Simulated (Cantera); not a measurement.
A perfectly stirred reactor is fed with CH4 : H2 : O2 : N2 = 1 : 0.038 : 4.7 : 17.7 (molar parts), at 1.00 bar; it is adiabatic with a 373 K inlet, and is followed from long to short residence time, starting on the burning branch (τ in s: 0.064, 0.027, 0.012, 0.0049, 0.0021, 0.00087, 0.00037, 0.00016, 6.6e-05, 2.8e-05, 1.2e-05).

Model: GRI-Mech 3.0 (53 species, 325 reactions), integrated in Cantera.

**Question.** What does this change do: inlet temperature 373 to 475 K?

**Answer.** 
| quantity | before | after |
|---|---|---|
| blow-out, bracketed by the residence times tried | burning at 4.90 ms, out at 2.10 ms | burning at 2.10 ms, out at 0.870 ms |
| x(CH4) at τ = 64.0 ms | 6.46e-5 | 3.95e-5 |
| x(H2) at τ = 64.0 ms | 5.24e-5 | 5.05e-5 |
| x(O2) at τ = 64.0 ms | 0.115 | 0.115 |
| x(CH3) at τ = 64.0 ms | 5.80e-6 | 4.46e-6 |
| x(H2O2) at τ = 64.0 ms | 2.54e-7 | 1.80e-7 |
| x(CH4) at τ = 0.870 ms | 0.0427 | 0.0427 |
| x(H2) at τ = 0.870 ms | 0.00162 | 0.00162 |
| x(O2) at τ = 0.870 ms | 0.201 | 0.201 |
| x(CH3) at τ = 0.870 ms | <1e-12 | <1e-12 |
| x(H2O2) at τ = 0.870 ms | <1e-12 | <1e-12 |
